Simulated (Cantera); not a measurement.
# Adiabatic ignition

An adiabatic, constant-pressure homogeneous reactor starts with CH4 : O2 : N2 = 1 : 1.11 : 6.33 (molar parts), equivalence ratio 1.8, at 1773 K and 0.360 bar.

Cantera simulation using GRI-Mech 3.0 (53 species, 325 reactions); the numbers are that mechanism's predictions, not measurements.

```
t (s)     T (K)     x CH4      x O2    x C2H6     x N2O     x OH     x CH2     x CO2
--------  -----  --------  --------  --------  --------  -------  --------  --------
1.00e-6    1773     0.118     0.132  2.43e-12  1.17e-12  1.50e-7  3.19e-12  1.01e-12
3.03e-6    1773     0.118     0.132  1.09e-10  5.22e-12  3.39e-7  3.80e-11  4.69e-11
9.20e-6    1773     0.118     0.132   4.04e-9  3.00e-11  4.48e-7  2.15e-10  9.34e-10
2.79e-5    1773     0.118     0.131   1.30e-7  2.05e-10  7.86e-7   1.51e-9   1.82e-8
8.47e-5    1772     0.118     0.131   4.30e-6   1.27e-9  2.15e-6   1.69e-8   5.32e-7
0.000257   1776     0.113     0.129  0.000181   8.36e-9  1.75e-5   5.76e-7   3.71e-5
0.000779   2589  1.26e-11  0.000180    <1e-12   2.48e-8  0.00384  1.00e-11    0.0161
0.00236    2577    <1e-12  0.000214    <1e-12   2.18e-8  0.00414    <1e-12    0.0161
0.00717    2567    <1e-12  0.000239    <1e-12   2.20e-8  0.00434    <1e-12    0.0161
0.0217     2565    <1e-12  0.000238    <1e-12   2.40e-8  0.00432    <1e-12    0.0161
0.0659     2564    <1e-12  0.000237    <1e-12   2.45e-8  0.00432    <1e-12    0.0161
0.200      2564    <1e-12  0.000237    <1e-12   2.45e-8  0.00432    <1e-12    0.0161
```
x: mole fraction; the columns are a selection and need not sum to one.

- time of steepest temperature rise = 0.484 ms
- temperature at 0.200 s = 2564 K
- equilibrium temperature = 2564 K
- x(CH4) at 0.200 s = <1e-12 (gas-phase equilibrium <1e-12)
- x(O2) at 0.200 s = 0.000237 (gas-phase equilibrium 0.000237)
- x(C2H6) at 0.200 s = <1e-12 (gas-phase equilibrium <1e-12)
